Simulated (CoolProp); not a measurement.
Decamethyltetrasiloxane (MD2M) at several states: fugacity coefficient from the reference equation and from simpler models built on Tc = 599.4 K, pc = 1.144 MPa, ω = 0.635; each cubic takes its own stable root.

The numbers come from the reference Helmholtz-energy equation of state, Thol 2017 in CoolProp.

```csv
T (K),p (MPa),phase,reference,van der Waals,Redlich-Kwong,Soave-Redlich-Kwong
359.8,0.0158,liquid,(withheld),0.9867,(withheld),0.1619
431.4,0.0155,gas,0.9863,0.9913,0.9885,0.9852
488.4,3.52,liquid,0.06232,0.1956,0.1190,0.06510
439.2,0.262,liquid,(withheld),0.8588,0.5069,(withheld)
445.7,1.21,liquid,0.05219,0.2593,(withheld),0.05289
457.9,0.0115,gas,0.9917,0.9944,0.9927,0.9909
```

Q: What belongs in the gaps?

A: 
- 359.8, reference: 0.1566
- 359.8, Redlich-Kwong: 0.9809
- 439.2, reference: 0.1806
- 439.2, Soave-Redlich-Kwong: 0.1807
- 445.7, Redlich-Kwong: 0.1400

At some of these states van der Waals, Redlich-Kwong gives the other phase, because its saturation line lies elsewhere.
